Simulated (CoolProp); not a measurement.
A simple Rankine cycle with cyclopentane: condensing at 332.15 K, boiler at 0.832 MPa, turbine inlet 549 K, turbine efficiency 0.8, pump efficiency 0.6, no recuperator. Each further row changes one setting.

Values from CoolProp's reference Helmholtz-energy equation of state, Gedanitz 2015.

```
case                             thermal efficiency (%)  net work (kJ/kg)  heat in (kJ/kg)  turbine exit temperature (K)  volume ratio over the turbine
-------------------------------  ----------------------  ----------------  ---------------  ----------------------------  -----------------------------
as stated                                          10.9              84.9              781                         506.8                           5.80
condensing temperature 324.15 K                    12.1              96.5              797                         501.2                           7.40
boiler pressure 0.582 MPa                           8.8              69.5              785                         515.6                           4.06
turbine efficiency 0.7                              9.5              74.1              781                         511.7                           5.86
```
